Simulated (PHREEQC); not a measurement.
Make-up at 25 °C: 0.0011 mol CuSO4, 9.2e-05 mol HCl and 0.00068 mol FeCl3 per kg of water. Closed to the air; pH follows from the charge balance.

Equilibrium calculation in PHREEQC: ion-association model, wateq4f.dat.

```
quantity                   before    after
------------------------  -------  -------
pH                           3.21     4.09
ionic strength (mol/kgw)  0.00611  0.00402
```

Which change was made?
(A) diluted 10-fold with water
(B) FeCl3 left out
(C) FeCl3 from 0.00068 to 0.0034 mol/kgw
(D) temperature from 25 to 15 °C
(E) HCl left out

B, FeCl3 left out

This is a speciation only: nothing precipitates in the calculation. Some of these states are supersaturated (in Fe(OH)3(a), Hematite (slow to form), for instance).
